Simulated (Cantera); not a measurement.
An isothermal, constant-pressure homogeneous reactor starts with N2O : H2 : N2 = 1 : 0.0032 : 4.8 (molar parts), at 1125 K and 0.290 bar.

Model: GRI-Mech 3.0 (53 species, 325 reactions), integrated in Cantera. GRI-Mech 3.0 was tuned for natural gas; its chemistry of N2O as a main component is partial and can be far from experiment. The mechanism lacks the step 2 NO + O2 → 2 NO2, which can matter for NO2 below about 1400 K. The temperature is held fixed by assumption; the heat of reaction is taken as removed at once.

One state of this run: x N2O = 0.170; x H2 = 3.54e-5; x H2O = 0.000515; x NO2 = 8.31e-6; x NO = 9.12e-5; x OH = 1.56e-6. x: mole fraction; the columns are a selection and need not sum to one.

Q: Which value of t (s) does it belong to?
A) 0.00200
B) 0.00632
C) 6.32
D) 0.200

A: D, 0.200
